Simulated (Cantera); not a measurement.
Cantera run:

```python
import numpy as np
import cantera as ct

gas_names = [...]  # 151 gases of nasa_gas.yaml made of C, H, N, O, Si
cond_names = """
    C(gr) C6H6(L) C7H8(L) C8H18(L),n-octa H2O(s) H2O(L) Si(cr) Si(L) SiC(b) SiO2(Lqz) SiO2(hqz) SiO2(L)
    Si2N2O(s) Si3N4(a)
""".split()


# ... load() reads the species with a 1 bar reference pressure and builds the phases ...
atoms = {
    'SiH4': {'Si': 1, 'H': 4},
    'H2O': {'H': 2, 'O': 1},
    'N2': {'N': 2},
    'CO2': {'C': 1, 'O': 2},
}
top_T = {'C(gr)': 4500, 'SiC(b)': 3050, 'Si2N2O(s)': 2100, 'Si3N4(a)': 2400}  # K; cautious upper limits of use, not melting points


# ... equilibrate(T, P, feed) seeds the gas with the atoms and calls Mixture.equilibrate('TP', solver="vcs", rtol=1e-11, max_steps=5000) ...
results = []
feed = {'SiH4': 1, 'H2O': 2.8, 'N2': 1.6, 'CO2': 1.1}  # mol
P = 13332.2  # Pa
for T in [823, 873, 923, 973, 1023, 1073, 1123, 1173, 1223, 1273]:
    mix = equilibrate(T, P, feed)
    results.append((T, P, feed, dict(zip(mix.species_names, mix.species_moles))))

top = {s: max(r[3][s] / sum(r[3][g] for g in gas_names) for r in results) for s in gas_names}
cols = sorted((s for s in top if top[s] > 1e-05), key=lambda s: -top[s])[:9]
seen = [c for c in cond_names if any(r[3].get(c, 0) > 1e-12 for r in results)]
print("log10 of partial pressures in bar; condensed amounts in mol")
print(f"{'T/K':>10s}" + "".join(f"{s[:9]:>10s}" for s in cols + seen))
for T, P, feed, n in results:
    ng = sum(n[g] for g in gas_names)
    print(f"{T:10.4g}" + "".join(f"{np.log10(max(n[s] / ng * P / 1e5, 1e-99)):10.3f}" for s in cols)
          + "".join(f"{n.get(c, 0):10.4g}" for c in seen))
```

Result:

```
log10 of partial pressures in bar; condensed amounts in mol
       T/K        H2       H2O        N2        CO       CO2       CH4       NH3 SiO2(Lqz) SiO2(hqz)
       823    -1.217    -1.620    -1.540    -2.109    -1.953    -3.048    -5.218         1         0
       873    -1.214    -1.618    -1.545    -2.023    -2.002    -3.766    -5.412         0         1
       923    -1.219    -1.604    -1.546    -1.975    -2.049    -4.472    -5.597         0         1
       973    -1.225    -1.589    -1.546    -1.939    -2.095    -5.122    -5.766         0         1
      1023    -1.231    -1.576    -1.546    -1.910    -2.140    -5.713    -5.919         0         1
      1073    -1.236    -1.565    -1.546    -1.887    -2.182    -6.252    -6.058         0         1
      1123    -1.240    -1.556    -1.546    -1.868    -2.222    -6.744    -6.185         0         1
      1173    -1.244    -1.548    -1.546    -1.852    -2.261    -7.196    -6.301         0         1
      1223    -1.247    -1.542    -1.546    -1.838    -2.297    -7.611    -6.408         0         1
      1273    -1.250    -1.536    -1.546    -1.827    -2.332    -7.993    -6.507         0         1
```

Equilibrium computed with Cantera from the NASA thermochemical tables; the gas is ideal and each condensed phase is pure. The tables hold silica as quartz up to 1696 K and as liquid above; real silica turns to tridymite and cristobalite and melts near 1996 K. Gases not in the tables: Si(OH)4.
